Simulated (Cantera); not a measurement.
An isothermal, constant-pressure homogeneous reactor starts with CH4 : H2O = 1 : 0.35 (molar parts), at 1523 K and 0.250 bar.

Model: GRI-Mech 3.0 (53 species, 325 reactions), integrated in Cantera. GRI-Mech 3.0 stops at C3 and has no aromatics, soot or wall deposition, so with more carbon than oxygen in the feed, carbon stays in small species such as C2H2 where larger ones or solid carbon would form.

Task: Predict: x(CH4) at 5.00 s; x(H2O) at 5.00 s; x(H) at 5.00 s.

Result: x(CH4) at 5.00 s: 0.0584 (gas-phase equilibrium 0.0330)
x(H2O) at 5.00 s: 0.119 (gas-phase equilibrium 3.18e-7)
x(H) at 5.00 s: 3.44e-5 (gas-phase equilibrium 3.96e-5)
